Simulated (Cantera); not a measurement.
A perfectly stirred reactor is fed with 25.3 % H2, 13.3 % O2, 61.3 % N2, at 100.0 Torr; it is held at 950 K, and followed from long to short residence time.

Computed with Cantera and GRI-Mech 3.0 (53 species, 325 reactions). Radical loss at walls, strong at low pressure, is not modelled. The temperature is held fixed by assumption; the heat of reaction is taken as removed at once.

**Question.** Predict: x(H2) at τ = 1.20 s; x(O2) at τ = 1.20 s; x(HO2) at τ = 1.20 s; x(H2O) at τ = 1.20 s; x(H) at τ = 1.20 s; x(H2) at τ = 34.0 ms; x(O2) at τ = 34.0 ms; x(HO2) at τ = 34.0 ms; x(H2O) at τ = 34.0 ms; x(H) at τ = 34.0 ms.

**Answer.** 
* **x(H2) at τ = 1.20 s**: 0.00303
* **x(O2) at τ = 1.20 s**: 0.00915
* **x(HO2) at τ = 1.20 s**: 3.35e-6
* **x(H2O) at τ = 1.20 s**: 0.286
* **x(H) at τ = 1.20 s**: 0.000209
* **x(H2) at τ = 34.0 ms**: 0.0197
* **x(O2) at τ = 34.0 ms**: 0.0180
* **x(HO2) at τ = 34.0 ms**: 6.70e-6
* **x(H2O) at τ = 34.0 ms**: 0.265
* **x(H) at τ = 34.0 ms**: 0.00346
